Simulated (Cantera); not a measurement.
Feed: 1 mol Pb, 0.87 mol O2, 26 mol N2, at 525 K and 10.0 Torr.

Equilibrium computed with Cantera from the NASA thermochemical tables; the gas is ideal and each condensed phase is pure. Candidate condensed phases: Pb, PbO, PbO2, Pb3O4; 12 gas species. Equilibrium is a limit: real reactors are often held back by kinetics, nucleation or transport.

Base state: N2 0.986, O2 0.0140 (mole fractions); condensed: PbO(red).

### Question
What changes in the equilibrium state with this change: temperature from 525 K to 1273.15 K?

### Answer
| species | before | after |
|---|---|---|
| N2 | 0.986 | 0.963 |
| PbO | <1e-9 | 0.0210 |
| O2 | 0.0140 | 0.0143 |
| Pb | <1e-9 | 0.00124 |
| NO | <1e-9 | 9.55e-5 |
| PbO(red), mol | 1.00 | 0 |
| PbO(l), mol | 0 | 0.399 |
Gases not in the tables: (PbO)n polymers.
